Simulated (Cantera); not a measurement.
Gas-phase reforming

An isothermal, constant-pressure homogeneous reactor starts with 42.2 % CH4, 50.6 % H2O, 7.17 % H2, at 1575 K and 1800 Torr.

Model: GRI-Mech 3.0 (53 species, 325 reactions), integrated in Cantera.

```json
[
 {"t (s)": "2.00e-6", "x CH4": "0.422", "x H2O": "0.506", "x H2": "0.0717", "x C2H4": "5.82e-10", "x CH2CO": "<1e-12", "x HO2": "<1e-12"},
 {"t (s)": "1.20e-5", "x CH4": "0.422", "x H2O": "0.506", "x H2": "0.0718", "x C2H4": "1.64e-7", "x CH2CO": "<1e-12", "x HO2": "<1e-12"},
 {"t (s)": "7.19e-5", "x CH4": "0.421", "x H2O": "0.506", "x H2": "0.0720", "x C2H4": "1.60e-5", "x CH2CO": "<1e-12", "x HO2": "<1e-12"},
 {"t (s)": "0.000431", "x CH4": "0.419", "x H2O": "0.506", "x H2": "0.0736", "x C2H4": "0.000418", "x CH2CO": "1.72e-9", "x HO2": "<1e-12"},
 {"t (s)": "0.00258", "x CH4": "0.400", "x H2O": "0.501", "x H2": "0.0897", "x C2H4": "0.00497", "x CH2CO": "1.10e-6", "x HO2": "<1e-12"},
 {"t (s)": "0.0155", "x CH4": "0.313", "x H2O": "0.469", "x H2": "0.178", "x C2H4": "0.00670", "x CH2CO": "1.88e-5", "x HO2": "<1e-12"},
 {"t (s)": "0.0928", "x CH4": "0.150", "x H2O": "0.402", "x H2": "0.348", "x C2H4": "0.0102", "x CH2CO": "3.58e-5", "x HO2": "<1e-12"},
 {"t (s)": "0.557", "x CH4": "0.0878", "x H2O": "0.315", "x H2": "0.461", "x C2H4": "0.0115", "x CH2CO": "2.47e-5", "x HO2": "<1e-12"},
 {"t (s)": "3.34", "x CH4": "0.0729", "x H2O": "0.187", "x H2": "0.569", "x C2H4": "0.00567", "x CH2CO": "5.87e-6", "x HO2": "<1e-12"},
 {"t (s)": "20.0", "x CH4": "0.0380", "x H2O": "0.0919", "x H2": "0.665", "x C2H4": "0.00118", "x CH2CO": "8.04e-7", "x HO2": "<1e-12"}
]
```
x: mole fraction; the columns are a selection and need not sum to one.

Equilibrium at this temperature and pressure: CH4 2.22e-5, H2O 0.0414, H2 0.730, C2H4 3.44e-10, CH2CO 2.27e-10, HO2 <1e-12 (gas phase only).
